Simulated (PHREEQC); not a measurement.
Dissolve 0.048 mol HF, 0.0052 mol (NH4)2SiF6, 0.0022 mol H3BO3 and 0.14 mol H2SO4 per kg of water at 54 °C. Closed to the air; pH follows from the charge balance.

Equilibrium calculation in PHREEQC: ion-association model, wateq4f.dat.

| quantity | before | after |
|---|---|---|
| pH | 0.91 | 0.90 |
| ionic strength (mol/kgw) | 0.184 | 0.186 |
| HF (mol/kgw) | 0.0368 | 0.0133 |
| H2F2 (mol/kgw) | 0.00122 | 0.000160 |
| F- (mol/kgw) | 0.000170 | 5.99e-5 |

Problem. Which change was made?
A) H3BO3 from 0.0022 to 0.022 mol/kgw
B) 0.0073 mol/kgw H2S added
C) temperature from 54 to 65 °C
D) (NH4)2SiF6 left out
E) diluted 2-fold with water

Solution. A, H3BO3 from 0.0022 to 0.022 mol/kgw

Precipitation was switched off in this run. Some of these states are supersaturated (in Quartz (slow to form), Chalcedony (slow to form), for instance). Away from 25 °C the constants follow the database's enthalpies or fits; those with neither stay at their 25 °C values. SiF6-2 is the database's only silicon fluoride. Real BF4- forms and hydrolyses slowly; the run takes it at equilibrium.
